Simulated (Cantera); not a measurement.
# Si + NF3 + N2 (silicon etching in halogen gases)

Input: 1 mol Si, 7.8 mol NF3, 0.28 mol N2, held at 0.133 bar.

Cantera equilibrium calculation (NASA polynomials, part measured and part estimated; ideal gas, pure solids and liquids). Candidate condensed phases: Si, Si3N4; 16 gas species. Rates play no part.

| T (K) | x NF3 | x F2 | x N2 | x F | x SiF4 | x NF2 |
|---|---|---|---|---|---|---|
| 523 | 0.768 | 0.000829 | 0.113 | 1.02e-6 | 0.119 | 9.80e-11 |
| 573 | 0.763 | 0.00481 | 0.114 | 1.24e-5 | 0.118 | 1.13e-9 |
| 623 | 0.744 | 0.0206 | 0.118 | 0.000101 | 0.117 | 8.71e-9 |
| 673 | 0.690 | 0.0666 | 0.130 | 0.000581 | 0.114 | 4.82e-8 |
| 723 | 0.573 | 0.164 | 0.155 | 0.00249 | 0.106 | 1.97e-7 |
| 773 | 0.399 | 0.306 | 0.192 | 0.00820 | 0.0938 | 5.95e-7 |
| 823 | 0.222 | 0.446 | 0.229 | 0.0214 | 0.0814 | 1.30e-6 |
| 873 | 0.101 | 0.528 | 0.252 | 0.0463 | 0.0724 | 2.16e-6 |
| 923 | 0.0409 | 0.545 | 0.260 | 0.0869 | 0.0670 | 2.93e-6 |
| 973 | 0.0158 | 0.517 | 0.257 | 0.147 | 0.0633 | 3.48e-6 |
| 1023 | 0.00593 | 0.459 | 0.248 | 0.228 | 0.0600 | 3.74e-6 |
x: gas mole fraction; nothing condenses.

From 523 K to 1023 K nothing is condensed. The main Si-bearing gas is SiF4 throughout.
